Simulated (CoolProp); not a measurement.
CF4 (R14) at several states: Z from the reference equation and from simpler models built on Tc = -45.8 °C, pc = 3.762 MPa, ω = 0.178; each cubic takes its own stable root.

Computed with CoolProp (reference Helmholtz-energy equation of state, Platzer 1990). This equation is an older, rougher fit; its heat capacities, sound speeds and derivatives of the liquid may be far off and weren't checked against measurements.

| T (°C) | p (MPa) | phase | reference | van der Waals | Redlich-Kwong | Soave-Redlich-Kwong | Peng-Robinson |
|---|---|---|---|---|---|---|---|
| -110.25 | 2.36 | liquid | [?] | 0.1527 | 0.1063 | [?] | [?] |
| 72.15 | 1.39 | gas | [?] | [?] | [?] | [?] | [?] |
| 73.45 | 0.0304 | gas | 0.9994 | 0.9992 | 0.9993 | 0.9995 | 0.9993 |
| -75.25 | 0.149 | gas | 0.9792 | 0.9834 | 0.9797 | 0.9789 | 0.9772 |

Some entries are withheld; supply them.


- -110.25, reference: 0.1012
- -110.25, Soave-Redlich-Kwong: 0.1037
- -110.25, Peng-Robinson: 0.09164
- 72.15, reference: 0.9722
- 72.15, van der Waals: 0.9624
- 72.15, Redlich-Kwong: 0.9660
- 72.15, Soave-Redlich-Kwong: 0.9754
- 72.15, Peng-Robinson: 0.9671
